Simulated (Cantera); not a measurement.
**Ignition delay**

Mixture: 16.2 % H₂, 15.0 % O₂, 68.9 % N₂, at 263 Torr, adiabatic and at constant volume. Ignition delay is the time to a rise of 400 K.

Computed with Cantera and the H2/O2 subset of GRI-Mech 3.0, which has no nitrogen chemistry. Where the delays flatten at high temperature, the 400 K rule measures the pace of heat release, not the induction time.

```
T0 (K)  delay (ms)
------  ----------
1000         0.552
1100         0.271
1200         0.171
1300         0.130
1400         0.115
1500         0.115
1600         0.124
1700         0.140
1800         0.163
```
